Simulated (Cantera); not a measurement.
Predominance diagram of Ta at 1152 °C against the partial pressures of O₂ and CO (log10, bar). Source: NASA polynomial tables (part measured, part estimated), evaluated in Cantera. Candidates: Ta(s), TaC(s), Ta₂O₅(s). Only these pure phases compete in this equilibrium. TaC: taken at fixed stoichiometry. Not in the tables: Ta₂C.

Problem. Which phase is stable at these pairs, and which metal-bearing vapour leads over it? (-22.5, -10.4); (-5.9, -6.9); (-7.3, -12.7); (-28, -8.1); (-11.4, -15); (-5.9, -8.1); (-12.8, -9.2)

Solution. 
```csv
log p(O₂),log p(CO),phase,chief vapour,log p (bar)
-22.5,-10.4,Ta(s),TaO,-13.6
-5.9,-6.9,Ta₂O₅(s),TaO₂,-15.9
-7.3,-12.7,Ta₂O₅(s),TaO₂,-15.6
-28,-8.1,TaC(s),TaO,-18.7
-11.4,-15,Ta₂O₅(s),TaO₂,-14.6
-5.9,-8.1,Ta₂O₅(s),TaO₂,-15.9
-12.8,-9.2,Ta₂O₅(s),TaO₂,-14.2
```
